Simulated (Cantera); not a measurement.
An isothermal, constant-pressure homogeneous reactor starts with 2.91 % H2, 97.1 % O2, at 1125 K and 0.0263 atm.

Detailed kinetics in Cantera: the H2/O2 subset of GRI-Mech 3.0, which has no nitrogen chemistry. Radical loss at walls, strong at low pressure, is not modelled.

One state of this run: x H2 = 3.13e-9; x O2 = 0.970; x HO2 = 2.76e-9; x H2O = 0.0296; x OH = 5.27e-6; x H2O2 = 3.38e-10; x H = 1.05e-10. x: mole fraction; the columns are a selection and need not sum to one.

Task: Which value of t (s) does it belong to?
(A) 7.00e-6
(B) 4.59
(C) 20.3
(D) 0.0528

Result: C, 20.3
